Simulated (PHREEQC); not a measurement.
Solution (20 °C): 0.08 mol NaOH, 0.069 mol NaAlO2 and 0.0021 mol K2CO3 per kg of water. Closed to the air; pH follows from the charge balance.

Computed with PHREEQC (ion-association model, phreeqc.dat).

| Property | Value |
|---|---|
| pH | 12.93 |
| ionic strength | 0.153 mol/kgw |
| total alkalinity | 360 meq/kg |

```tsv
species	molality	activity	log γ
Na+	0.148	0.113	-0.117
OH-	0.0800	0.0584	-0.137
Al(OH)4-	0.0690	0.0517	-0.126
K+	0.00420	0.00308	-0.134
CO3-2	0.00121	0.000413	-0.468
NaCO3-	0.000885	0.000673	-0.119
HCO3-	1.50e-6	1.14e-6	-0.117
NaHCO3	7.22e-8	7.48e-8	0.015
```

This is a speciation only: nothing precipitates in the calculation. Examples of supersaturated solids here: Gibbsite (slow to form). Others may be too.
